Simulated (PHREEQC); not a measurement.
Dissolve 0.0071 mol HNO3, 0.13 mol FeCl3 and 0.051 mol CuCl2 per kg of water at 25 °C. Closed to the air; pH follows from the charge balance.

Equilibrium calculation in PHREEQC: ion-association model, phreeqc.dat.

```csv
quantity,before,after
pH,1.85,1.78
ionic strength (mol/kgw),0.582,0.481
Cl- (mol/kgw),0.364,0.285
FeCl+2 (mol/kgw),0.0713,0.0683
Fe+3 (mol/kgw),0.0246,0.0293
FeCl2+ (mol/kgw),0.0225,0.0181
SI of Goethite (FeOOH),+3.86,+3.77
SI of Hematite (Fe2O3),+9.72,+9.55
```

Problem. What was changed between the two runs?
A. temperature from 25 to 80 °C
B. CuCl2 left out
C. HNO3 left out
D. FeCl3 from 0.13 to 0.195 mol/kgw

Solution. B, CuCl2 left out

Precipitation was switched off in this run. Some of these states are supersaturated (in Hematite (slow to form), Goethite (slow to form), for instance).
